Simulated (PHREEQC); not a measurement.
Dissolve 6.7e-05 mol/kgw CaSO4, 0.13 mol/kgw Na2SO4, 5.2e-05 mol/kgw MgSO4 and 0.0038 mol/kgw Ca(OH)2 at 25 °C. Closed to the air; pH follows from the charge balance.

Computed with PHREEQC (ion-association model, phreeqc.dat).

**Question.** The ionic strength comes out as 0.337 mol/kgw. What activity coefficients do NaSO4-, OH-, MgOH+, CaOH+, SO4-2 get?

**Answer.** NaSO4- 0.71, OH- 0.66, MgOH+ 0.74, CaOH+ 0.73, SO4-2 0.24.

No solid was allowed to form. Species that the database lacks are ignored.
